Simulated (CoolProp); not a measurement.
Sulfur hexafluoride along the isotherm 79.05 °C: density (kg/m³) from the reference equation and from simpler models built on Tc = 45.6 °C, pc = 37.55 bar, ω = 0.210; each cubic takes its own stable root.

Model: reference Helmholtz-energy equation of state, Guder 2009, in CoolProp.

```json
[
 {"p (bar)": "0.297", "phase": "gas", "reference": "1.484", "van der Waals": "1.484", "Redlich-Kwong": "1.484", "Soave-Redlich-Kwong": "1.484"},
 {"p (bar)": "0.563", "phase": "gas", "reference": "2.818", "van der Waals": "2.818", "Redlich-Kwong": "2.819", "Soave-Redlich-Kwong": "2.818"},
 {"p (bar)": "1.07", "phase": "gas", "reference": "5.374", "van der Waals": "5.373", "Redlich-Kwong": "5.376", "Soave-Redlich-Kwong": "5.374"},
 {"p (bar)": "2.02", "phase": "gas", "reference": "10.21", "van der Waals": "10.20", "Redlich-Kwong": "10.22", "Soave-Redlich-Kwong": "10.21"},
 {"p (bar)": "3.83", "phase": "gas", "reference": "19.59", "van der Waals": "19.58", "Redlich-Kwong": "19.62", "Soave-Redlich-Kwong": "19.60"},
 {"p (bar)": "7.27", "phase": "gas", "reference": "38.07", "van der Waals": "38.03", "Redlich-Kwong": "38.19", "Soave-Redlich-Kwong": "38.10"},
 {"p (bar)": "13.8", "phase": "gas", "reference": "75.87", "van der Waals": "75.79", "Redlich-Kwong": "76.35", "Soave-Redlich-Kwong": "75.94"},
 {"p (bar)": "26.1", "phase": "gas", "reference": "159.9", "van der Waals": "160.5", "Redlich-Kwong": "162.1", "Soave-Redlich-Kwong": "159.9"},
 {"p (bar)": "49.5", "phase": "supercritical", "reference": "414.0", "van der Waals": "461.2", "Redlich-Kwong": "433.9", "Soave-Redlich-Kwong": "405.7"},
 {"p (bar)": "93.9", "phase": "supercritical", "reference": "1058", "van der Waals": "893.5", "Redlich-Kwong": "1002", "Soave-Redlich-Kwong": "951.1"}
]
```
